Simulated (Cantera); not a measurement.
What does this Cantera script print?

```python
import numpy as np
import cantera as ct

gas_names = """
    Hg N NO NO2 NO3 N2 N2O O O2 O3
""".split()
cond_names = """
    Hg(cr) Hg(L) HgO(s)
""".split()


# ... load() reads the species with a 1 bar reference pressure and builds the phases ...
atoms = {
    'HgO': {'Hg': 1, 'O': 1},
    'N2': {'N': 2},
}
top_T = {}  # K; cautious upper limits of use, not melting points


# ... equilibrate(T, P, feed) seeds the gas with the atoms and calls Mixture.equilibrate('TP', solver="vcs", rtol=1e-11, max_steps=5000) ...
results = []
feed = {'HgO': 1, 'N2': 1.2}  # mol
T = 950  # K
P = 16  # Pa
mix = equilibrate(T, P, feed)
results.append((T, P, feed, dict(zip(mix.species_names, mix.species_moles))))
print(gas.report(threshold=0.0001))
for i in range(1, mix.n_phases):
    print(f"{mix.phase(i).name:16s} {mix.phase_moles(i):12.5e} mol")
```

Result:

```
       temperature   950 K
          pressure   16 Pa
           density   0.00018772 kg/m^3
  mean mol. weight   92.67 kg/kmol
   phase of matter   gas

                          1 kg             1 kmol
                     ---------------   ---------------
          enthalpy        4.3652e+05        4.0452e+07  J
   internal energy        3.5128e+05        3.2553e+07  J
           entropy            3242.7         3.005e+05  J/K
    Gibbs function        -2.644e+06       -2.4502e+08  J
 heat capacity c_p            307.79             28522  J/K
 heat capacity c_v            218.06             20208  J/K

                      mass frac. Y      mole frac. X     chem. pot. / RT
                     ---------------   ---------------   ---------------
                Hg            0.8017           0.37037           -24.189
                N2           0.13435           0.44444           -34.282
                O2          0.063941           0.18518           -36.854
     [   +7 minor]        4.0108e-06        1.2381e-05

Hg(L)             0.00000e+00 mol
HgO(s)            0.00000e+00 mol
```

Cantera equilibrium calculation (NASA polynomials, part measured and part estimated; ideal gas, pure solids and liquids).
